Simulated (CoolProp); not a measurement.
20 sccm (0 °C, 1 atm) of nitrogen bubbles through liquid ethylbenzene at 334.2 K and leaves saturated at a total pressure of 0.037 MPa (ideal gas phase). Each further row changes one setting.

The numbers come from the reference Helmholtz-energy equation of state, Zhou 2012 in CoolProp.

```json
[
 {"case": "as stated", "vapour pressure (kPa)": "7.75", "mole fraction of vapour": "0.209", "delivery (mg/min)": "25.1", "delivery (sccm)": "5.30", "change of delivery for a bath 1 K warmer (%)": "5.7"},
 {"case": "bath temperature 339.2 K", "vapour pressure (kPa)": "9.60", "mole fraction of vapour": "0.259", "delivery (mg/min)": "33.2", "delivery (sccm)": "7.00", "change of delivery for a bath 1 K warmer (%)": "5.9"},
 {"case": "total pressure 0.074 MPa", "vapour pressure (kPa)": "7.75", "mole fraction of vapour": "0.105", "delivery (mg/min)": "11.1", "delivery (sccm)": "2.34", "change of delivery for a bath 1 K warmer (%)": "5.0"}
]
```
